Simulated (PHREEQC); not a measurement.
Consider water at 25 °C with 4.1 mol KCl, 0.06 mol BaCl2 and 1.6 mol MgCl2 per kg of water. Closed to the air; pH follows from the charge balance.

Model: Pitzer model, pitzer.dat, run in PHREEQC.

```json
[
 {"quantity": "pH", "before": "4.93", "after": "6.58"},
 {"quantity": "MgOH+ (mol/kgw)", "before": "1.54e-6", "after": "2.30e-7"},
 {"quantity": "SI of Sylvite (KCl)", "before": "+0.34", "after": "-1.82"},
 {"quantity": "SI of Carnallite (KMgCl3:6H2O)", "before": "-1.64", "after": "-7.48"}
]
```

Q: Which change was made?
A. diluted 5-fold with water
B. 0.02 mol/kgw Ca(OH)2 added
C. diluted 10-fold with water
D. BaCl2 left out

A: C, diluted 10-fold with water

No solid was allowed to form. Some of these states are supersaturated (in Sylvite, for instance).
